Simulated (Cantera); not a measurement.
Mixture: H₂ : O₂ : N₂ : NO = 1 : 1.16 : 3.37 : 0.011 (molar parts), at 0.340 bar, adiabatic and at constant volume. Ignition delay is the time to a rise of 400 K.

Computed with Cantera and GRI-Mech 3.0 (53 species, 325 reactions). The mechanism lacks 2 NO + O2 → 2 NO2 and HONO, so NO2 and the effect of NO are under-described below about 1400 K. Where the delays flatten at high temperature, the 400 K rule measures the pace of heat release, not the induction time.

Question: What does this change do: H2 1 to 0.59 parts?

Answer: 
| quantity | before | after |
|---|---|---|
| delay at 1200 K | 0.128 ms | 0.166 ms |
| delay at 1250 K | 0.108 ms | 0.147 ms |
| delay at 1300 K | 94.7 µs | 0.137 ms |
| delay at 1350 K | 86.2 µs | 0.133 ms |
| delay at 1400 K | 81.1 µs | 0.133 ms |
| delay at 1450 K | 78.6 µs | 0.136 ms |
| delay at 1500 K | 78.3 µs | 0.143 ms |
